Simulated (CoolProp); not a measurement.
Properties of methane along the isobar 1.8 MPa (Tc = 190.6 K, pc = 4.599 MPa, ω = 0.011).

Computed with CoolProp (reference Helmholtz-energy equation of state, Setzmann 1991).

```
T (K)  phase  cp (kJ/(kg K))  speed of sound (m/s)  isothermal compressibility (1/MPa)  expansivity (1/kK)  viscosity (µPa s)
-----  -----  --------------  --------------------  ----------------------------------  ------------------  -----------------
186.6    gas           2.681                 327.0                              0.6746               8.922               7.63
202.4    gas           2.500                 349.5                              0.6367               7.205               8.22
218.2    gas           2.404                 368.9                              0.6146               6.141               8.79
234      gas           2.351                 386.3                              0.6003               5.401               9.34
249.8    gas           2.325                 402.1                              0.5902               4.848               9.88
265.6    gas           2.316                 416.6                              0.5829               4.415               10.4
281.4    gas           2.321                 430.1                              0.5774               4.064         (withheld)
297.2    gas           2.336                 442.7                              0.5731               3.773               11.4
313      gas           2.359                 454.6                              0.5698               3.525         (withheld)
328.8    gas           2.389                 465.9                              0.5671               3.312               12.4
344.5    gas           2.424                 476.5                              0.5649               3.127               12.9
360.3    gas           2.465            (withheld)                              0.5631               2.962               13.3
376.1    gas           2.509                 496.5                              0.5616               2.816               13.8
391.9    gas           2.556                 506.0                              0.5603               2.685               14.2
407.7    gas           2.607                 515.2                              0.5592               2.566               14.7
```

Q: Complete the blanks.

A: 
- 281.4, viscosity (µPa s): 10.9
- 313, viscosity (µPa s): 11.9
- 360.3, speed of sound (m/s): 486.7

Viscosity comes from a separate model (Quiñones-Cisneros 2006).
